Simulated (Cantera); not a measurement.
Input (Python, Cantera):

```python
import numpy as np
import cantera as ct

gas = ct.Solution("gri30.yaml")


def delay(T, t_max=10):
    gas.TPX = T, 101325, {'H2': 1, 'O2': 0.417, 'N2': 1.04}
    reactor = ct.IdealGasConstPressureReactor(gas, clone=False)
    net = ct.ReactorNet([reactor])
    net.rtol, net.atol = 1e-8, 1e-16
    while net.time < t_max:
        t_old, T_old = net.time, reactor.T
        net.step()
        if reactor.T > T + 400:  # ignition: a rise of 400 K
            return t_old + (T + 400 - T_old) / (reactor.T - T_old) * (net.time - t_old)
    return np.nan


taus = []
for T in [1325, 1400, 1475, 1550, 1625]:
    taus.append(delay(T))
    print(f"T0 = {T:6g} K   tau = {taus[-1]:.4e} s")

# d ln(tau) / d ln(k), from doubling and halving each rate constant
T, sens = 1325, []
for i in range(gas.n_reactions):
    gas.set_multiplier(2.0, i)
    up = delay(T)
    gas.set_multiplier(0.5, i)
    down = delay(T)
    gas.set_multiplier(1.0, i)
    sens.append((np.log(up / down) / np.log(4.0), gas.reaction(i).equation))
sens.sort(key=lambda x: -abs(x[0]))
print(f"sensitivities at {T} K")
for s, eq in sens[:10]:
    print(f"{s:8.3f}  {eq}")
```

Result:

```
T0 =   1325 K   tau = 2.1460e-05 s
T0 =   1400 K   tau = 1.6700e-05 s
T0 =   1475 K   tau = 1.3756e-05 s
T0 =   1550 K   tau = 1.1929e-05 s
T0 =   1625 K   tau = 1.0836e-05 s
sensitivities at 1325 K
  -0.669  H + O2 <=> O + OH
  -0.140  H2 + O <=> H + OH
  -0.068  H2 + OH <=> H + H2O
  -0.056  H + HO2 <=> H2 + O2
  -0.038  H + O2 + H2O <=> HO2 + H2O
  -0.013  H + OH + M <=> H2O + M
  -0.009  2 H + H2O <=> H2 + H2O
  -0.009  H + HO2 <=> 2 OH
   0.005  H + O2 + M <=> HO2 + M
  -0.004  2 H + M <=> H2 + M
```

Model: GRI-Mech 3.0 (53 species, 325 reactions), integrated in Cantera. Where the delays flatten at high temperature, the 400 K rule measures the pace of heat release, not the induction time.
